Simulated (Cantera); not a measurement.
Input (Python, Cantera):

```python
import numpy as np
import cantera as ct

gas = ct.Solution("gri30.yaml")
gas.TPX = 2075, 500000, {'CH4': 1, 'H2O': 2.8, 'H2': 1.3}
reactor = ct.IdealGasConstPressureReactor(gas, energy="off", clone=False)
net = ct.ReactorNet([reactor])
net.rtol, net.atol = 1e-08, 1e-18
show = ['CH4', 'H2O', 'H2', 'CH2', 'HCO']
times = np.geomspace(0.0002, 5, 15)

steps = ct.SolutionArray(gas, extra=["t"])
rows = []
print(f"{'t/s':>10s}{'T/K':>9s}{'P/Pa':>11s}" + "".join(f"{s:>11s}" for s in show))
for t in times:
    while net.time < t:
        t_next = net.step()
        steps.append(gas.state, t=t_next)
    rows.append([np.interp(t, steps.t, y) for y in (steps.T, steps.P, *steps(*show).X.T)])
    print(f"{t:10.3e}{rows[-1][0]:9.1f}{rows[-1][1]:11.4g}" + "".join(f"{x:11.3e}" for x in rows[-1][2:]))
rate = np.gradient(steps.T, steps.t)
print("integrator steps:", len(steps.t))
if steps.T.max() > steps.T[0] + 200:
    print(f"time of steepest temperature rise: {steps.t[rate.argmax()]:.4e} s")
gas.TPX = 2075, 500000, {'CH4': 1, 'H2O': 2.8, 'H2': 1.3}
gas.equilibrate("TP")
print(f"equilibrium (TP): T = {gas.T:.1f} K  " + "  ".join(f"{s} {gas[s].X[0]:.3e}" for s in show))
```

Output:

```
       t/s      T/K       P/Pa        CH4        H2O         H2        CH2        HCO
 2.000e-04   2075.0      5e+05  3.707e-02  4.474e-01  4.397e-01  4.122e-06  1.515e-07
 4.123e-04   2075.0      5e+05  2.374e-02  4.182e-01  4.709e-01  3.051e-06  1.201e-07
 8.498e-04   2075.0      5e+05  1.748e-02  3.806e-01  5.032e-01  2.219e-06  1.195e-07
 1.752e-03   2075.0      5e+05  1.346e-02  3.355e-01  5.390e-01  1.473e-06  1.363e-07
 3.611e-03   2075.0      5e+05  9.047e-03  2.911e-01  5.743e-01  8.156e-07  1.595e-07
 7.443e-03   2075.0      5e+05  4.446e-03  2.589e-01  6.008e-01  3.302e-07  1.778e-07
 1.534e-02   2075.0      5e+05  9.965e-04  2.449e-01  6.132e-01  6.337e-08  1.838e-07
 3.162e-02   2075.0      5e+05  2.249e-05  2.428e-01  6.154e-01  1.353e-09  1.847e-07
 6.518e-02   2075.0      5e+05  8.634e-08  2.428e-01  6.155e-01  5.322e-12  1.848e-07
 1.344e-01   2075.0      5e+05  8.253e-08  2.428e-01  6.155e-01  5.093e-12  1.848e-07
 2.770e-01   2075.0      5e+05  8.253e-08  2.428e-01  6.155e-01  5.093e-12  1.848e-07
 5.709e-01   2075.0      5e+05  8.253e-08  2.428e-01  6.155e-01  5.093e-12  1.848e-07
 1.177e+00   2075.0      5e+05  8.253e-08  2.428e-01  6.155e-01  5.093e-12  1.848e-07
 2.426e+00   2075.0      5e+05  8.253e-08  2.428e-01  6.155e-01  5.093e-12  1.848e-07
 5.000e+00   2075.0      5e+05  8.253e-08  2.428e-01  6.155e-01  5.093e-12  1.848e-07
integrator steps: 1730
equilibrium (TP): T = 2075.0 K  CH4 9.475e-08  H2O 2.428e-01  H2 6.155e-01  CH2 5.836e-12  HCO 1.848e-07
```

Computed with Cantera and GRI-Mech 3.0 (53 species, 325 reactions).
